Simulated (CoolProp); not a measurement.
C3F8 (R218) along the isobar 3.21 MPa: fugacity coefficient from the reference equation and from simpler models built on Tc = 71.9 °C, pc = 2.640 MPa, ω = 0.317; each cubic takes its own stable root.

Values from CoolProp's reference Helmholtz-energy equation of state, Lemmon 2006. It is a short technical equation, of lower accuracy than the large ones.

```tsv
T (°C)	phase	reference	van der Waals	Redlich-Kwong
-78.85	liquid	0.003480	0.06320	0.01035
-62.25	liquid	0.01008	0.09723	0.02449
-45.65	liquid	0.02412	0.1399	0.04918
-29.05	liquid	0.04962	0.1909	0.08704
-12.45	liquid	0.09056	0.2494	0.1395
4.15	liquid	0.1499	0.3141	0.2067
20.75	liquid	0.2290	0.3836	0.2869
37.35	liquid	0.3267	0.4562	0.3773
53.95	liquid	0.4393	0.5297	0.4734
```
